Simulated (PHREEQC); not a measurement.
Dissolve 0.012 mol/kgw FeSO4, 0.00064 mol/kgw TMAH and 0.0005 mol/kgw LiBr at 70 °C. Closed to the air; pH follows from the charge balance.

Computed with PHREEQC (ion-association model, phreeqc.dat).

Each row changes one thing in this solution. Precipitation was switched off in this run.

```csv
case,pH,ionic strength (mol/kgw),SO4-2 (mol/kgw),Fe+2 (mol/kgw),FeSO4 (mol/kgw),FeOH+ (mol/kgw),SI of Melanterite (FeSO4:7H2O)
as made,7.41,0.0292,0.00733,0.00671,0.00466,0.000628,-3.09
LiBr replaced by LiCl at the same molality,7.41,0.0292,0.00733,0.00671,0.00466,0.000628,-3.09
diluted 5-fold with water,7.21,0.00740,0.00186,0.00173,0.000543,0.000124,-4.02
temperature from 70 to 45 °C,8.03,0.0320,0.00803,0.00741,0.00396,0.000630,-2.80
LiBr replaced by KBr at the same molality,7.41,0.0292,0.00732,0.00671,0.00466,0.000628,-3.09
FeSO4 from 0.012 to 0.0132 mol/kgw,7.38,0.0316,0.00793,0.00730,0.00526,0.000629,-3.03
LiBr from 0.0005 to 0.0025 mol/kgw,7.41,0.0315,0.00739,0.00680,0.00457,0.000628,-3.10
diluted 100-fold with water,6.93,0.000466,0.000116,0.000111,3.79e-6,5.10e-6,-6.18
```

(CH3)4N+ isn't in the database: it is added as a free cation with an ion size of 4 Å. Constants without temperature data keep their 25 °C values here.
